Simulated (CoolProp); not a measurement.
Vapour-liquid equilibrium of R125 (1) + R236EA (2) at 2.46 bar; x and y are mole fractions of (1).

The numbers come from the multi-fluid Helmholtz-energy mixture model, Lemmon 2005 and Rui 2013; pair parameters Bell 2016 in CoolProp.

### Question
Give the bubble temperature and the first vapour's composition at x = 0.15, 0.85, 0.95. Is there an azeotrope?

### Answer
x = 0.15: 284.7 K, y = 0.543; x = 0.85: 248.9 K, y = 0.981; x = 0.95: 246.3 K, y = 0.994. No azeotrope shows between x = 0.05 and 0.95.

Pair parameters are fitted to limited data, so mixtures are less certain than the pure fluids.
